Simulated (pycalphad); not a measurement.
All values are pycalphad results on the COST 507 light-alloy database (1999) (1 atm), not direct measurements. The data set is of 1999 and partly superseded. Phase fractions are per mole of atoms. Kinetics are ignored, which matters at the lower temperatures.

Give the equilibrium state of Cu-78.2Si (at.%) at 1550 K.


```
T = 1550.00 K, P = 101325 Pa, N = 1 mol of atoms
G = -72403 J/mol, H = 70642 J/mol, S = 92.29 J/(mol K)  (SER reference)
chemical potentials (J/mol): Cu -117217, Si -59910
phase             fraction      x(Cu)      x(Si)
LIQUID              0.9846     0.2214     0.7786
DIAMOND_A4          0.0154       none     1.0000
```

Give the equilibrium state of Cu-78.2Si (at.%) at 550 K.


```
T = 550.00 K, P = 101325 Pa, N = 1 mol of atoms
G = -14440 J/mol, H = 6476 J/mol, S = 38.03 J/(mol K)  (SER reference)
chemical potentials (J/mol): Cu -22560, Si -12177
phase             fraction      x(Cu)      x(Si)
DIAMOND_A4          0.7132       none     1.0000
CU19SI6_ETA         0.2868     0.7600     0.2400
```

Database names, with the compositions (at.%) that they take in these runs: CU19SI6_ETA: Cu 76 Si 24. DIAMOND_A4 is diamond (Si). An entry "none" or "no" means that the model of the phase leaves that element out.
